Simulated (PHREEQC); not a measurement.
Dissolve 52 mmol/kgw Na2SeO3, 110 mmol/kgw H2SO4 and 0.12 mmol/kgw FeCl3 at 25 °C. Closed to the air; pH follows from the charge balance.

The numbers come from PHREEQC with the ion-association model, wateq4f.dat.

Precipitation was switched off in this run.

Problem. Order these S species by the share of S that they hold, largest first: SO4-2, HSO4-, NaSO4-.

Solution. HSO4- (59 %), SO4-2 (35 %), NaSO4- (5.1 %)

The pH is 1.37 and the ionic strength 0.191 mol/kgw.
